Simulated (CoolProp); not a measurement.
cis-2-butene at several states: fugacity coefficient from the reference equation and from simpler models built on Tc = 435.8 K, pc = 4.236 MPa, ω = 0.202; each cubic takes its own stable root.

Model: reference Helmholtz-energy equation of state, Lemmon 2005, in CoolProp. It is a short technical equation, of lower accuracy than the large ones.

```csv
T (K),p (MPa),phase,reference,van der Waals,Redlich-Kwong
389.9,0.277,gas,0.9674,0.9747,0.9696
412.4,0.108,gas,0.9894,0.9914,0.9898
517.7,0.489,gas,0.9774,0.9777,0.9765
426.7,18.4,liquid,0.2256,0.3058,0.2488
417.1,0.15,gas,0.9858,0.9883,0.9864
178.9,0.0106,liquid,0.01810,0.9945,0.03679
```

At some of these states van der Waals gives the other phase, because its saturation line lies elsewhere.
